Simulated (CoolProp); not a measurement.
Vapour-liquid equilibrium of acetone (1) + p-xylene (2) at 221 kPa; x and y are mole fractions of (1).

The numbers come from the multi-fluid Helmholtz-energy mixture model, Lemmon 2006 and Zhou 2012; pair parameters Bell 2016 in CoolProp.

```json
[
 {"x": "0.05", "bubble temperature (K)": "425.3", "y at the bubble point": "___", "dew temperature at overall composition x (K)": "441.0", "liquid density (mol/L)": "7.086"},
 {"x": "0.2", "bubble temperature (K)": "394.9", "y at the bubble point": "0.744", "dew temperature at overall composition x (K)": "433.9", "liquid density (mol/L)": "7.825"},
 {"x": "0.35", "bubble temperature (K)": "380.6", "y at the bubble point": "0.855", "dew temperature at overall composition x (K)": "___", "liquid density (mol/L)": "8.494"},
 {"x": "0.5", "bubble temperature (K)": "372.0", "y at the bubble point": "___", "dew temperature at overall composition x (K)": "416.1", "liquid density (mol/L)": "9.197"},
 {"x": "0.65", "bubble temperature (K)": "365.8", "y at the bubble point": "___", "dew temperature at overall composition x (K)": "404.2", "liquid density (mol/L)": "___"},
 {"x": "0.8", "bubble temperature (K)": "___", "y at the bubble point": "0.967", "dew temperature at overall composition x (K)": "388.2", "liquid density (mol/L)": "___"},
 {"x": "0.95", "bubble temperature (K)": "355.6", "y at the bubble point": "0.992", "dew temperature at overall composition x (K)": "363.8", "liquid density (mol/L)": "11.97"}
]
```

Question: Fill in the missing entries.

Answer: 
- 0.05, y at the bubble point: 0.357
- 0.35, dew temperature at overall composition x (K): 425.7
- 0.5, y at the bubble point: 0.907
- 0.65, y at the bubble point: 0.940
- 0.65, liquid density (mol/L): 9.983
- 0.8, bubble temperature (K): 360.5
- 0.8, liquid density (mol/L): 10.89

No azeotrope shows between x = 0.05 and 0.95.

The pair parameters rest on a limited set of measurements; away from them the model extrapolates.
